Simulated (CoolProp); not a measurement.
Hexamethyldisiloxane (MM) along the isobar 0.101 MPa: Z from the reference equation and from simpler models built on Tc = 518.7 K, pc = 1.931 MPa, ω = 0.418; each cubic takes its own stable root.

Values from CoolProp's reference Helmholtz-energy equation of state, Thol 2016.

```tsv
T (K)	phase	reference	van der Waals	Redlich-Kwong
290.4	liquid	0.008846	0.9375	0.009983
309.6	liquid	0.008523	0.9463	0.009629
328.9	liquid	0.008254	0.9534	0.009350
348.2	liquid	0.008036	0.9592	0.9435
367.5	liquid	0.007866	0.9641	0.9515
386.7	gas	0.9448	0.9681	0.9581
406	gas	0.9542	0.9716	0.9635
425.3	gas	0.9614	0.9746	0.9680
444.6	gas	0.9672	0.9771	0.9718
```

At some of these states van der Waals, Redlich-Kwong gives the other phase, because its saturation line lies elsewhere.
